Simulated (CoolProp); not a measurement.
Properties of carbon monoxide along the isotherm -7.65 °C (Tc = -140.3 °C, pc = 3498 kPa, ω = 0.050).

Computed with CoolProp (reference Helmholtz-energy equation of state, Lemmon 2006). It is a short technical equation, of lower accuracy than the large ones.

| p (kPa) | phase | density (kg/m³) | cp (kJ/(kg K)) | isothermal compressibility (1/MPa) |
|---|---|---|---|---|
| 55.3 | gas | 0.7020 | ___ | 18.09 |
| 98.4 | gas | 1.250 | 1.042 | 10.17 |
| 175 | gas | 2.224 | 1.044 | 5.722 |
| 311 | gas | 3.956 | 1.047 | 3.223 |
| 553 | gas | 7.046 | 1.053 | 1.816 |
| 984 | gas | 12.58 | ___ | 1.023 |
| 1750 | gas | 22.48 | 1.082 | 0.5778 |
| 3110 | gas | 40.27 | 1.117 | 0.3269 |
| 5530 | supercritical | 72.37 | 1.179 | 0.1842 |
| 9840 | supercritical | ___ | 1.285 | 0.1013 |
| 17500 | supercritical | 224.5 | 1.419 | 0.05081 |

Q: Some entries are withheld; supply them.

A: 
- 55.3, cp (kJ/(kg K)): 1.041
- 984, cp (kJ/(kg K)): 1.063
- 9840, density (kg/m³): 129.6
